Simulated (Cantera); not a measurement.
Standard-state values (1 bar) from the NASA 1993 polynomials, evaluated with Cantera. Values are per mole of reaction as written; species without (g) are pure solids or liquids, kept so even where they would boil at 1 bar.

**Question.** Between 300 and 1300 K, where is each reaction favourable under standard conditions?
- Fe + 3 OH(g) ⇌ Fe(OH)3

**Answer.** 
- Fe + 3 OH(g) ⇌ Fe(OH)3: ΔG° is -808 kJ at 300 K and -344 kJ at 1300 K; it stays negative (K > 1). ΔH° is -931 kJ and ΔS° -452 J/K at 1300 K.
